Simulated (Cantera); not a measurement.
## Carbon deposition, reforming and gasification: C₃H₆ + H₂O + N₂

A closed system holds: 1 mol C₃H₆, 0.14 mol H₂O, 0.32 mol N₂, equilibrated at 1200 K.

Method: chemical equilibrium by Gibbs-energy minimisation in Cantera with the NASA 1993 tables (ideal gas, pure condensed phases). Candidate condensed phases: C, C₆H₆, C₇H₈, C₈H₁₈, H₂O; 136 gas species. The ideal-gas law is rough above about 30 bar. Kinetics and transport are ignored.

```csv
P (Pa),log p H₂,log p CH₄,log p N₂,log p CO,log p H₂O,log p NH₃,log p CO₂,n C(graphite)
10,-4.06,-9.92,-5.05,-5.41,-11.06,-12.33,-12.54,2.86
160,-2.86,-7.51,-3.85,-4.21,-8.65,-9.93,-10.14,2.86
2500,-1.66,-5.12,-2.65,-3.01,-6.26,-7.54,-7.75,2.86
40000,-0.46,-2.72,-1.45,-1.81,-3.86,-5.13,-5.34,2.84
630000,0.70,-0.40,-0.22,-0.64,-1.52,-2.78,-3.00,2.66
10000000,1.67,1.55,1.09,0.37,0.45,-0.67,-0.99,2.02
```
log p: log10 of the partial pressure in bar; n: condensed amount in mol.

From 0.0750 Torr to 75000 Torr the condensed part is C(graphite). The main C-bearing gas is CO at 0.0750 Torr and CH₄ at 75000 Torr.
